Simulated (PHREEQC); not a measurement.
Dissolve 0.017 mol Cu(BF4)2 per kg of water at 25 °C. Closed to the air; pH follows from the charge balance.

All values are PHREEQC results (ion-association model, wateq4f.dat), not measurements.

No solid was allowed to form.

Predict the pH, ionic strength.

pH 2.80; ionic strength 0.0521 mol/kgw.

In which forms is F present?

BF4- 88 %, BF3OH- 4.7 %, HF 3.8 %, F- 2.0 %, BF2(OH)2- 0.8 % of the F.

Complexes and solids missing from the database can't appear. Real BF4- forms and hydrolyses slowly; the run takes it at equilibrium.
